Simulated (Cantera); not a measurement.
# Stirred combustor or abatement burner

A perfectly stirred reactor is fed with 5.30 % CH4, 0.170 % C2H6, 8.59 % O2, 85.9 % N2, at 10.0 bar; it is adiabatic with a 800 K inlet, and is followed from long to short residence time, starting on the burning branch (τ in s: 0.12, 0.068, 0.038, 0.021, 0.011, 0.0063, 0.0034, 0.0019, 0.001, 0.00057, 0.00031, 0.00017, 9.5e-05).

Model: GRI-Mech 3.0 (53 species, 325 reactions), integrated in Cantera.

```json
[
 {"τ (s)": "0.12", "T (K)": "1673", "x CH4": "0.00354", "x C2H6": "1.16e-5", "x O2": "0.000794", "x CH3": "3.88e-5", "x CO2": "0.0308"},
 {"τ (s)": "0.068", "T (K)": "1669", "x CH4": "0.00377", "x C2H6": "1.78e-5", "x O2": "0.00119", "x CH3": "4.82e-5", "x CO2": "0.0304"},
 {"τ (s)": "0.038", "T (K)": "1662", "x CH4": "0.00395", "x C2H6": "2.71e-5", "x O2": "0.00176", "x CH3": "5.92e-5", "x CO2": "0.0296"},
 {"τ (s)": "0.021", "T (K)": "1652", "x CH4": "0.00411", "x C2H6": "4.11e-5", "x O2": "0.00258", "x CH3": "7.21e-5", "x CO2": "0.0284"},
 {"τ (s)": "0.011", "T (K)": "1635", "x CH4": "0.00436", "x C2H6": "6.45e-5", "x O2": "0.00391", "x CH3": "8.83e-5", "x CO2": "0.0266"},
 {"τ (s)": "0.0063", "T (K)": "1612", "x CH4": "0.00475", "x C2H6": "9.70e-5", "x O2": "0.00570", "x CH3": "0.000104", "x CO2": "0.0244"},
 {"τ (s)": "0.0034", "T (K)": "1566", "x CH4": "0.00583", "x C2H6": "0.000168", "x O2": "0.00949", "x CH3": "0.000120", "x CO2": "0.0207"},
 {"τ (s)": "0.0019", "T (K)": "800", "x CH4": "0.0530", "x C2H6": "0.00170", "x O2": "0.0859", "x CH3": "2.92e-11", "x CO2": "<1e-12"},
 {"τ (s)": "0.0010", "T (K)": "800", "x CH4": "0.0530", "x C2H6": "0.00170", "x O2": "0.0859", "x CH3": "1.79e-11", "x CO2": "<1e-12"},
 {"τ (s)": "0.00057", "T (K)": "800", "x CH4": "0.0530", "x C2H6": "0.00170", "x O2": "0.0859", "x CH3": "1.11e-11", "x CO2": "<1e-12"},
 {"τ (s)": "0.00031", "T (K)": "800", "x CH4": "0.0530", "x C2H6": "0.00170", "x O2": "0.0859", "x CH3": "6.38e-12", "x CO2": "<1e-12"},
 {"τ (s)": "0.00017", "T (K)": "800", "x CH4": "0.0530", "x C2H6": "0.00170", "x O2": "0.0859", "x CH3": "3.61e-12", "x CO2": "<1e-12"},
 {"τ (s)": "9.5e-5", "T (K)": "800", "x CH4": "0.0530", "x C2H6": "0.00170", "x O2": "0.0859", "x CH3": "2.05e-12", "x CO2": "<1e-12"}
]
```
x: mole fraction; the columns are a selection and need not sum to one.
